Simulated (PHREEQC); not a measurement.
Spent oxide etchant

Consider water at 25 °C with 0.049 mol NH4HF2, 0.0037 mol (NH4)2SiF6, 0.082 mol H3PO4 and 0.14 mol H2SO4 per kg of water. Closed to the air; pH follows from the charge balance.

Equilibrium calculation in PHREEQC: ion-association model, wateq4f.dat.

Each row changes one thing in this solution. This is a speciation only: nothing precipitates in the calculation.

| case | pH | ionic strength (mol/kgw) | HSO4- (mol/kgw) | HF (mol/kgw) | NH4+ (mol/kgw) | SO4-2 (mol/kgw) | SI of Quartz (SiO2) |
|---|---|---|---|---|---|---|---|
| as made | 0.98 | 0.213 | 0.108 | 0.0701 | 0.0512 | 0.0270 | -5.28 |
| (NH4)2SiF6 from 0.0037 to 0.0185 mol/kgw | 0.98 | 0.258 | 0.105 | 0.0699 | 0.0785 | 0.0274 | -4.63 |
| NH4HF2 from 0.049 to 0.098 mol/kgw | ? | 0.228 | 0.0958 | 0.117 | 0.0941 | 0.0329 | -6.91 |
| temperature from 25 to 35 °C | 1.00 | 0.205 | 0.112 | 0.0754 | 0.0519 | 0.0234 | -4.79 |
| NH4HF2 left out | 0.88 | 0.198 | 0.117 | 0.00635 | 0.00681 | 0.0225 | +1.05 |
| H3PO4 left out | 1.00 | ? | 0.107 | 0.0701 | 0.0511 | 0.0278 | -5.31 |
| H2SO4 from 0.14 to 0.7 mol/kgw | 0.28 | 0.808 | 0.647 | 0.0684 | 0.0503 | ? | -4.39 |
| temperature from 25 to 85 °C | 1.08 | 0.174 | 0.129 | 0.0931 | 0.0547 | 0.00892 | -1.85 |
| diluted 2-fold with water | 1.23 | 0.119 | 0.0492 | 0.0397 | 0.0260 | 0.0186 | -4.45 |

Problem. Some entries are withheld; supply them.

Solution. 
- NH4HF2 from 0.049 to 0.098 mol/kgw, pH: 1.11
- H3PO4 left out, ionic strength (mol/kgw): 0.208
- H2SO4 from 0.14 to 0.7 mol/kgw, SO4-2 (mol/kgw): 0.0473

The ionic strength passes 0.7 mol/kgw, the rough limit of the ion-association models, in H2SO4 from 0.14 to 0.7 mol/kgw. Species that the database lacks are ignored. Some of these states are supersaturated (in Quartz (slow to form), Chalcedony (slow to form), for instance). wateq4f.dat counts part of the HF as a dimer, H2F2, which phreeqc.dat doesn't know; its constant is uncertain. H3PO4, which wateq4f.dat lacks, is added to it with the constant of phreeqc.dat. At this temperature some constants are extrapolated from 25 °C, and those without enthalpy data are left unchanged. SiF6-2 is the database's only silicon fluoride.
